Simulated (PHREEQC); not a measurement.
# Hard or scaling water

Make-up at 25 °C: 0.051 mol/kgw BaCl2 and 0.0001 mol/kgw NaHCO3. Closed to the air; pH follows from the charge balance.

Equilibrium calculation in PHREEQC: ion-association model, phreeqc.dat.

This is a speciation only: nothing precipitates in the calculation.

Task: Estimate the pH.

Result: pH 7.74.

Task: In which forms is C present?

Result: HCO3- 83 %, BaHCO3+ 13 %, CO2 2.5 %, BaCO3 1.3 % of the C.
